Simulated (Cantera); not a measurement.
Charge: 1 mol AlCl3, 0.52 mol HCl, 9.1 mol H2, equilibrated at 1300 K and 14.0 mbar.

Method: chemical equilibrium by Gibbs-energy minimisation in Cantera with the NASA 1993 tables (ideal gas, pure condensed phases). Candidate condensed phases: Al, AlCl3; 12 gas species. The tables' values for AlCl2 are old estimates; treat these amounts as uncertain. Kinetics and transport are ignored.

Base state: H2 0.853, AlCl3 0.0905, HCl 0.0534, AlCl2 0.00232, AlCl 0.00111 (mole fractions); condensed: gas only.

Task: What changes in the equilibrium state with this change: AlCl3 replaced by Al?

Result: 
```tsv
species	before	after
H2	0.853	0.947
AlCl	0.00111	0.0524
AlCl2	0.00232	0.000106
AlCl3	0.0905	4.02e-6
HCl	0.0534	5.45e-5
Al	<1e-9	2.08e-5
Al(l), mol	0	0.481
```
